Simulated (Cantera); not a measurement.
A perfectly stirred reactor is fed with CH2O : O2 : N2 = 0.017 : 0.014 : 1 (molar parts), equivalence ratio 1.2, at 4.93 atm; it is held at 1575 K, and followed from long to short residence time.

Detailed kinetics in Cantera: GRI-Mech 3.0 (53 species, 325 reactions).

One state of this run: x CH2O = 8.40e-6; x O2 = 0.000663; x HCN = 2.51e-9; x CH2 = 3.76e-10; x C2H2 = <1e-12; x CH2CO = 6.59e-11; x N2O = 1.36e-7. x: mole fraction; the columns are a selection and need not sum to one.

### Question
Which value of τ (s) does it belong to?
A. 0.12
B. 0.015
C. 0.0053
D. 0.0019

### Answer
D, 0.0019
